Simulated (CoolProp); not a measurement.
A closed Brayton cycle with carbon dioxide: compressor inlet 324.15 K and 9.8 MPa, high pressure 20.3 MPa, turbine inlet 730 K, compressor efficiency 0.8, turbine efficiency 0.85, recuperator effectiveness 0.9 (on enthalpy, no pinch check). Each further row changes one setting.

Computed with CoolProp (reference Helmholtz-energy equation of state, Span 1996).

```json
[
 {"case": "as stated", "thermal efficiency (%)": "25.5", "net work (kJ/kg)": "49.6", "compressor to turbine work": "0.38", "compressor exit (K)": "373.9", "turbine exit (K)": "651.7"},
 {"case": "turbine inlet 680 K", "thermal efficiency (%)": "23.6", "net work (kJ/kg)": "43.0", "compressor to turbine work": "0.42", "compressor exit (K)": "373.9", "turbine exit (K)": "604.5"},
 {"case": "compressor inlet 334.15 K", "thermal efficiency (%)": "24.1", "net work (kJ/kg)": "42.5", "compressor to turbine work": "0.47", "compressor exit (K)": "394.0", "turbine exit (K)": "651.7"},
 {"case": "high pressure 17.3 MPa", "thermal efficiency (%)": "23.7", "net work (kJ/kg)": "40.7", "compressor to turbine work": "0.36", "compressor exit (K)": "362.8", "turbine exit (K)": "668.7"},
 {"case": "recuperator effectiveness 0.5", "thermal efficiency (%)": "15.2", "net work (kJ/kg)": "49.6", "compressor to turbine work": "0.38", "compressor exit (K)": "373.9", "turbine exit (K)": "651.7"}
]
```
